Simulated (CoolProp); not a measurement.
Vapour-liquid equilibrium of fluoroethane (R161) (1) + R1234yf (2) at 0.0669 MPa; x and y are mole fractions of (1).

The numbers come from the multi-fluid Helmholtz-energy mixture model, Wu 2012 and Lemmon 2022; pair parameters Bell 2016 in CoolProp.

```tsv
x	bubble temperature (°C)	y at the bubble point	dew temperature at overall composition x (°C)	liquid density (mol/L)
0.05	-39.2	0.079	-38.9	11.51
0.125	-40.1	0.187	-39.6	11.85
0.2	-40.9	0.284	-40.2	12.21
0.275	-41.7	0.372	-40.9	12.58
0.35	-42.4	?	-41.5	12.96
0.425	?	0.526	-42.2	13.37
0.5	-43.6	0.595	-42.8	13.79
0.575	-44.2	0.659	-43.5	?
0.65	-44.6	0.721	-44.1	14.71
0.725	-45.0	0.781	-44.7	15.20
0.8	-45.4	0.839	-45.2	15.72
0.875	-45.7	0.898	-45.6	16.27
0.95	-46.0	0.958	-46.0	16.86
```

Q: Complete the blanks.

A: 
- 0.35, y at the bubble point: 0.452
- 0.425, bubble temperature (°C): -43.1
- 0.575, liquid density (mol/L): 14.24

No azeotrope shows between x = 0.05 and 0.95.

The pair parameters rest on a limited set of measurements; away from them the model extrapolates.
